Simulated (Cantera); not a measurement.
Thermodynamics of chemical vapour transport, feed B + Cl2

A closed system holds: 1 mol B, 1.1 mol Cl2, at 750 Torr.

These are equilibrium values from Cantera (NASA tables, ideal gas, pure condensed phases), not measurements of a reactor. Candidate condensed phases: B; 7 gas species. The tables' values for BCl2, BCl are old estimates; treat these amounts as uncertain. Equilibrium is a limit: real reactors are often held back by kinetics, nucleation or transport.

| T (K) | log p BCl3 | log p BCl2 | log p BCl | log p Cl | log p Cl2 | n B(s) |
|---|---|---|---|---|---|---|
| 1098 | 0.00 | -4.99 | -7.27 | -8.34 | -11.02 | 0.267 |
| 1148 | 0.00 | -4.60 | -6.71 | -7.80 | -10.46 | 0.267 |
| 1198 | 0.00 | -4.25 | -6.19 | -7.31 | -9.95 | 0.267 |
| 1248 | 0.00 | -3.92 | -5.72 | -6.86 | -9.48 | 0.267 |
| 1298 | 0.00 | -3.62 | -5.28 | -6.44 | -9.05 | 0.267 |
| 1348 | 0.00 | -3.35 | -4.87 | -6.05 | -8.65 | 0.267 |
| 1398 | 0.00 | -3.09 | -4.50 | -5.69 | -8.27 | 0.266 |
| 1448 | 0.00 | -2.85 | -4.15 | -5.35 | -7.93 | 0.266 |
| 1498 | 0.00 | -2.63 | -3.83 | -5.04 | -7.60 | 0.266 |
| 1548 | 0.00 | -2.42 | -3.52 | -4.75 | -7.30 | 0.266 |
| 1598 | 0.00 | -2.23 | -3.24 | -4.47 | -7.01 | 0.265 |
| 1648 | 0.00 | -2.05 | -2.97 | -4.21 | -6.75 | 0.264 |
log p: log10 of the partial pressure in bar; n: condensed amount in mol.

From 1098 K to 1648 K the condensed part is B(s). The main B-bearing gas is BCl3 throughout.
